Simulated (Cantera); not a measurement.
Charge: 1 mol Ta₂O₅, 1.1 mol CH₄, 0.19 mol H₂, held at 1898.15 K and 1000 Pa.

These are equilibrium values from Cantera (NASA tables, ideal gas, pure condensed phases), not measurements of a reactor. Candidate condensed phases: C, C₆H₆, C₇H₈, C₈H₁₈, H₂O, Ta, TaC, Ta₂O₅; 113 gas species. Mutual solubility and eutectic melting of coexisting phases are not modelled. TaC: taken at fixed stoichiometry. Condensed phases not in the tables: Ta₂C. Equilibrium is a limit: real reactors are often held back by kinetics, nucleation or transport.

### Question
What is the equilibrium state?

### Answer
- x(H₂): 0.746
- x(CO): 0.246
- x(H): 0.00676
- x(H₂O): 0.00114
- x(CO₂): 8.99e-5
- x(TaO₂): 1.40e-5
- x(TaO): 2.02e-6
- n(TaC(s)): 0.315 mol
- n(Ta₂O₅(s)): 0.842 mol
- gas amount: 3.185 mol
- log10 activity of Ta(s) (absent): -0.32
- log10 activity of C(graphite) (absent): -3.54
